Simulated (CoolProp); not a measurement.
A single-stage vapour-compression cycle with the fluid: evaporating at 222.15 K (dew point), condensing at 258.15 K (bubble point), superheat 5 K, subcooling 0 K, compressor efficiency 0.75, no pressure losses. The same conditions are run with several fluids, on thermodynamics alone (safety and materials aside).

Values from CoolProp's reference Helmholtz-energy equation of state of each fluid (R143a: Lemmon and Jacobsen 2000; dimethyl ether: Wu 2011; sulfur dioxide: Gao 2016; hydrogen sulfide: Lemmon 2006; CH2F2 (R32): Tillner-Roth 1997; R410A: Lemmon 2003). Blends and air are pseudo-pure fits.

```tsv
fluid	cooling COP	pressure ratio	discharge temperature (K)	refrigerating effect (kJ/kg)	volumetric capacity (kJ/m³)
R143a	___	4.47	287.2	184	721
dimethyl ether	4.07	___	306.0	420	287
sulfur dioxide	3.85	7.46	384.4	378	139
hydrogen sulfide	3.90	4.07	350.0	468	1380
CH2F2 (R32)	3.89	4.66	333.9	327	981
R410A	3.93	4.67	306.7	226	___
```

Task: Complete the blanks.

Result: 
- R143a, cooling COP: 3.96
- dimethyl ether, pressure ratio: 5.51
- R410A, volumetric capacity (kJ/m³): 934
